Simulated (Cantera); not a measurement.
A Cantera script and what it prints.

```python
import numpy as np
import cantera as ct

gas_names = """
    CL CL2 H HCL H2 Si SiCL SiCL2 SiCL3 SiCL4 SiH SiHCL3 SiH2 SiH2CL2 SiH3 SiH3CL SiH4 Si2 Si3
""".split()
cond_names = """
    Si(cr) Si(L)
""".split()


def load(file, names, dense=False):
    # The tables refer to 1 bar. Condensed volumes are neglected.
    table = {s.name: s for s in ct.Species.list_from_file(file)}
    out = []
    for n in names:
        d = dict(table[n].input_data)
        d["thermo"] = dict(d["thermo"], **{"reference-pressure": 1e5})
        if dense:
            d["equation-of-state"] = {"model": "constant-volume", "density": "1e6 g/cm^3"}
        out.append(ct.Species.from_dict(d))
    return out


gas = ct.Solution(thermo="ideal-gas", species=load("nasa_gas.yaml", gas_names))
cond = {s.name: ct.Solution(thermo="fixed-stoichiometry", species=[s], name=s.name)
        for s in load("nasa_condensed.yaml", cond_names, dense=True)}
atoms = {
    'SiH4': {'Si': 1, 'H': 4},
    'HCl': {'H': 1, 'CL': 1},
    'H2': {'H': 2},
}
top_T = {}  # K; cautious upper limits of use, not melting points


def equilibrate(T, P, feed):
    n = {}
    for name, mol in feed.items():
        for a, k in atoms[name].items():
            n[a] = n.get(a, 0.0) + k * mol
    gas.TPX = T, P, n
    mass = sum(n.values()) * gas.mean_molecular_weight
    gas.equilibrate("TP")
    valid = [c for c in cond.values() if c.min_temp <= T <= top_T.get(c.name, c.max_temp)]
    mix = ct.Mixture([(gas, mass / gas.mean_molecular_weight)] + [(c, 0.0) for c in valid])
    mix.T, mix.P = T, P
    mix.equilibrate("TP", solver="vcs", rtol=1e-11, max_steps=5000)
    return mix


results = []
feed = {'SiH4': 1, 'HCl': 1.5, 'H2': 110}  # mol
T = 2448  # K
P = 2400  # Pa
mix = equilibrate(T, P, feed)
results.append((T, P, feed, dict(zip(mix.species_names, mix.species_moles))))
print(gas.report(threshold=1e-06))
for i in range(1, mix.n_phases):
    print(f"{mix.phase(i).name:16s} {mix.phase_moles(i):12.5e} mol")
```

Result:

```
       temperature   2448 K
          pressure   2400 Pa
           density   0.00029874 kg/m^3
  mean mol. weight   2.5335 kg/kmol
   phase of matter   gas

                          1 kg             1 kmol
                     ---------------   ---------------
          enthalpy        3.7233e+07        9.4331e+07  J
   internal energy        2.9199e+07        7.3977e+07  J
           entropy             89582        2.2696e+05  J/K
    Gibbs function       -1.8206e+08       -4.6126e+08  J
 heat capacity c_p             13309             33719  J/K
 heat capacity c_v             10027             25404  J/K

                      mass frac. Y      mole frac. X     chem. pot. / RT
                     ---------------   ---------------   ---------------
                CL          0.015309         0.0010941           -27.751
                 H          0.047423           0.11919           -12.012
               HCL           0.16007          0.011123           -39.762
                H2           0.68464           0.86039           -24.023
                Si          0.085816         0.0077413           -9.8375
              SiCL         0.0018288        7.2924e-05           -37.588
             SiCL2        0.00050322         1.288e-05           -65.339
               SiH         0.0036588        0.00031862           -21.849
              SiH2        0.00050273        4.2313e-05           -33.861
               Si2        0.00024661        1.1123e-05           -19.675
     [   +9 minor]        4.1857e-06        1.3586e-07

Si(L)             0.00000e+00 mol
```

Method: chemical equilibrium by Gibbs-energy minimisation in Cantera with the NASA 1993 tables (ideal gas, pure condensed phases). The tables' values for SiCl are old estimates; treat these amounts as uncertain. Gases not in the tables: Si2H6 and higher silanes.
